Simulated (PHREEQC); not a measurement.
## Ultrapure water in contact with air or piping (model solution)

Synthetic water in mg/kgw, 25 °C, pH 6.67, pe 0.4:

| constituent | mg/kgw |
|---|---|
| Na | 0.0188 |
| K | 0.00302 |
| Ca | 0.0195 |
| Mg | 0.00445 |
| Cl | 0.0355 |
| S(6) as SO4 | 0.0145 |
| Alkalinity as HCO3 | 0.0598 |
| F | 7.84e-05 |
| Mn(2) | 7.94e-05 |

Valence states are taken as typed.

Equilibrium calculation in PHREEQC: ion-association model, phreeqc.dat.

| Property | Value |
|---|---|
| ionic strength | 3.30e-6 mol/kgw |
| charge-balance error | -1.0 % |

| species | molality | activity | log γ |
|---|---|---|---|
| HCO3- | 1.15e-6 | 1.14e-6 | -0.001 |
| Cl- | 1.00e-6 | 9.99e-7 | -0.001 |
| Na+ | 8.18e-7 | 8.16e-7 | -0.001 |
| CO2 | 5.50e-7 | 5.50e-7 | 0.000 |
| Ca+2 | 4.87e-7 | 4.82e-7 | -0.004 |
| H+ | 2.14e-7 | 2.14e-7 | -0.001 |
| Mg+2 | 1.83e-7 | 1.82e-7 | -0.004 |
| SO4-2 | 1.51e-7 | 1.50e-7 | -0.004 |
| K+ | 7.72e-8 | 7.71e-8 | -0.001 |
| OH- | 4.74e-8 | 4.73e-8 | -0.001 |
| F- | 4.12e-9 | 4.12e-9 | -0.001 |

This is a speciation only: nothing precipitates in the calculation.
